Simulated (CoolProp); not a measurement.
A simple Rankine cycle with n-perfluorobutane: condensing at 326.15 K, boiler at 1.73 MPa, turbine inlet 411.9 K, turbine efficiency 0.6, pump efficiency 0.8, no recuperator. Each further row changes one setting.

Computed with CoolProp (reference Helmholtz-energy equation of state, Gao 2022).

```
case                             thermal efficiency (%)  net work (kJ/kg)  heat in (kJ/kg)  turbine exit temperature (K)  volume ratio over the turbine
-------------------------------  ----------------------  ----------------  ---------------  ----------------------------  -----------------------------
as stated                                           4.4              6.53              149                         395.0                            [?]
turbine inlet 431.9 K                               4.2              7.19              [?]                         416.0                           3.16
condensing temperature 318.15 K                     [?]              8.07              [?]                         392.5                            [?]
boiler pressure 1.21 MPa                            [?]              4.72              154                           [?]                           2.13
turbine efficiency 0.5                              [?]              5.27              149                         396.3                           3.30
```

Task: Fill in the missing entries.

Result: 
- as stated, volume ratio over the turbine: 3.29
- turbine inlet 431.9 K, heat in (kJ/kg): 170
- condensing temperature 318.15 K, thermal efficiency (%): 5.1
- condensing temperature 318.15 K, heat in (kJ/kg): 159
- condensing temperature 318.15 K, volume ratio over the turbine: 4.12
- boiler pressure 1.21 MPa, thermal efficiency (%): 3.1
- boiler pressure 1.21 MPa, turbine exit temperature (K): 402.0
- turbine efficiency 0.5, thermal efficiency (%): 3.5
